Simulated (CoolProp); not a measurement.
Vapour-liquid equilibrium of n-hexane (1) + o-xylene (2) at 294.5 K; x and y are mole fractions of (1).

Model: multi-fluid Helmholtz-energy mixture model, Thol 2019 and Zhou 2012; pair parameters Bell 2016, in CoolProp.

| x | bubble pressure, mixture model (kPa) | bubble pressure, Raoult's law (kPa) | y, mixture model | y, Raoult's law |
|---|---|---|---|---|
| 0.05 | 1.792 | 1.543 | [?] | 0.556 |
| 0.2 | [?] | 4.010 | 0.876 | 0.856 |
| 0.35 | 7.348 | 6.477 | [?] | 0.928 |
| 0.5 | 9.704 | 8.945 | 0.960 | 0.960 |
| 0.65 | [?] | 11.41 | [?] | 0.978 |
| 0.8 | 14.09 | 13.88 | [?] | 0.990 |
| 0.95 | 16.37 | 16.35 | 0.997 | 0.998 |

Some entries are withheld; supply them.


- 0.05, y, mixture model: 0.617
- 0.2, bubble pressure, mixture model (kPa): 4.741
- 0.35, y, mixture model: 0.933
- 0.65, bubble pressure, mixture model (kPa): 11.91
- 0.65, y, mixture model: 0.975
- 0.8, y, mixture model: 0.987

The largest gap from Raoult's law is +18.2 % in bubble pressure, at x = 0.2. No azeotrope shows between x = 0.05 and 0.95.

The pair parameters rest on a limited set of measurements; away from them the model extrapolates.
